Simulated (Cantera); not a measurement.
A closed system holds: 1 mol Si2H6, 7.2 mol O3, equilibrated at 1450 °C and 22.0 mbar.

These are equilibrium values from Cantera (NASA tables, ideal gas, pure condensed phases), not measurements of a reactor. Candidate condensed phases: H2O, Si, SiO2; 18 gas species. The feed counts by its element totals alone. The tables hold silica as quartz up to 1696 K and as liquid above; real silica turns to tridymite and cristobalite and melts near 1996 K. Rates play no part.

Base state: O2 0.707, H2O 0.290, OH 0.00254, O 0.000322, H2 5.91e-5 (mole fractions); condensed: SiO2(condensed).

Task: What changes in the equilibrium state with this change: 0.14 mol CH4 added?

Result: 
```tsv
species	before	after
O2	0.707	0.671
H2O	0.290	0.313
CO2	0	0.0134
H2	5.91e-5	6.55e-5
O	0.000322	0.000314
OH	0.00254	0.00260
SiO2(condensed), mol	2.00	2.00
```
Further candidate phases: C, C6H6, C7H8, C8H18, SiC.
